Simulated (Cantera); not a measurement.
Charge: 1 mol SiC, 0.033 mol CO2, 12 mol H2, held at 750 Torr.

Equilibrium computed with Cantera from the NASA thermochemical tables; the gas is ideal and each condensed phase is pure. Candidate condensed phases: C, C6H6, C7H8, C8H18, H2O, Si, SiC, SiO2; 123 gas species. Mutual solubility and eutectic melting of coexisting phases are not modelled. The tables hold silica as quartz up to 1696 K and as liquid above; real silica turns to tridymite and cristobalite and melts near 1996 K. Gases not in the tables: Si2H6 and higher silanes. Kinetics and transport are ignored.

Which condensed phases are stable at each of these points (T (K)): 1448, 1523, 1598, 1673, 1748, 1823, 1898, 1973, 2048, 2123, 2198?


```csv
T (K),condensed phases,Si condensed (%)
1448,SiC(s) + SiO2(β-quartz),100.0
1523,SiC(s) + SiO2(β-quartz),99.8
1598,SiC(s) + SiO2(β-quartz),99.0
1673,SiC(s),98.3
1748,SiC(s),98.3
1823,SiC(s),98.3
1898,SiC(s),98.3
1973,SiC(s),98.3
2048,SiC(s),98.2
2123,SiC(s),98.1
2198,SiC(s),97.9
```

From 1448 K to 1598 K the condensed part is SiC(s) + SiO2(β-quartz). From 1673 K to 2198 K the condensed part is SiC(s).
